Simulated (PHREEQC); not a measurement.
0.046 g of hydrous ferric oxide (600 m²/g; 0.2 weak and 0.005 strong sites per Fe, Dzombak-Morel constants, diffuse double layer) in 1 kg of water with 0.05 mol/kgw of an inert sodium salt and 0.00099 mmol/kgw Na2SeO3, at 25 °C; the pH is set by adding NaOH or the inert anion's acid. The system is closed to oxygen. No CO2 enters from the air. Precipitation was switched off in this run.

The series has 13 steps of pH, from 4 to 12.

Equilibrium calculation in PHREEQC: ion-association model, wateq4f.dat.

Question: Near which pH is half of the Se sorbed, and on which side is more sorbed?

Answer: Near pH 8.4, with more sorbed at lower pH.

The database's selenite sorption wasn't checked against measurements; a fall in acid may be a fault of its surface constants.
